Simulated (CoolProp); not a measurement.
A simple Rankine cycle with dimethyl ether: condensing at 320.15 K, boiler at 3.4 MPa, turbine inlet 380 K, turbine efficiency 0.7, pump efficiency 0.6, no recuperator. Each further row changes one setting.

Model: reference Helmholtz-energy equation of state, Wu 2011, in CoolProp.

| case | thermal efficiency (%) | net work (kJ/kg) | heat in (kJ/kg) | turbine exit temperature (K) | volume ratio over the turbine |
|---|---|---|---|---|---|
| as stated | 7.7 | 30.7 | 400 | 322.3 | 3.57 |
| turbine inlet 400 K | 8.1 | 36.8 | [?] | 348.2 | 3.38 |
| condensing temperature 312.15 K | 8.8 | 36.9 | 420 | 314.5 | 4.39 |
| boiler pressure 2.38 MPa | 6.0 | [?] | 440 | 346.0 | 2.29 |
| turbine efficiency 0.6 | 6.4 | [?] | 400 | 325.1 | 3.63 |

What belongs in the gaps?


- turbine inlet 400 K, heat in (kJ/kg): 454
- boiler pressure 2.38 MPa, net work (kJ/kg): 26.6
- turbine efficiency 0.6, net work (kJ/kg): 25.4
